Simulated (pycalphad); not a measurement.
Source of the numbers: pycalphad with the COST 507 light-alloy database (1999); pressure 1 atm. These are 1990s assessments: newer ones move some temperatures and phases. The system is extrapolated from its subsystems; higher-order compounds may be missing. Phase fractions are per mole of atoms. Kinetics are ignored, which matters at the lower temperatures.

Q: Give the equilibrium state of Ti-2.85V-0.93Si (at.%) at 497 °C.

A: hcp, fraction 0.943, with 1.3 V, 0.35 Si at.%; bcc, fraction 0.034, with 49.6 V, 0.68 Si at.%; SITI3, fraction 0.023, with no V, 25.0 Si at.%.

Q: Give the equilibrium state of Ti-2.85V-0.93Si (at.%) at 1577 °C.

A: bcc, fraction 0.927, with 2.8 V, 0.66 Si at.%; liquid, fraction 0.073, with 3.4 V, 4.4 Si at.%.

Database names, with the compositions (at.%) that they take in these runs: SITI3: Ti 75 Si 25. An entry "none" or "no" means that the model of the phase leaves that element out.
